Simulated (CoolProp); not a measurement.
Hydrogen chloride along the isotherm 670 K: density (kg/m³) from the reference equation and from simpler models built on Tc = 324.7 K, pc = 8.314 MPa, ω = 0.130; each cubic takes its own stable root.

The numbers come from the reference Helmholtz-energy equation of state, Thol 2018 in CoolProp.

```csv
p (MPa),phase,reference
4.16,gas,27.58
8.31,gas,55.68
12.5,supercritical,84.43
16.6,supercritical,112.7
20.8,supercritical,141.7
24.9,supercritical,169.8
29.1,supercritical,198.2
33.3,supercritical,226.1
37.4,supercritical,252.9
41.6,supercritical,279.6
```

### Question
How far does each simpler model (ideal gas, Redlich-Kwong, Soave-Redlich-Kwong, Peng-Robinson) lie from the reference over these 10 states: mean and median of the absolute difference, and the worst?

### Answer
- ideal gas: mean 3.2 %, median 3.4 %, worst -4.0 % at 670 K and 24.9 MPa
- Redlich-Kwong: mean 0.2 %, median 0.1 %, worst -0.5 % at 670 K and 41.6 MPa
- Soave-Redlich-Kwong: mean 4.5 %, median 4.7 %, worst -7.5 % at 670 K and 41.6 MPa
- Peng-Robinson: mean 1.7 %, median 1.7 %, worst -3.2 % at 670 K and 41.6 MPa
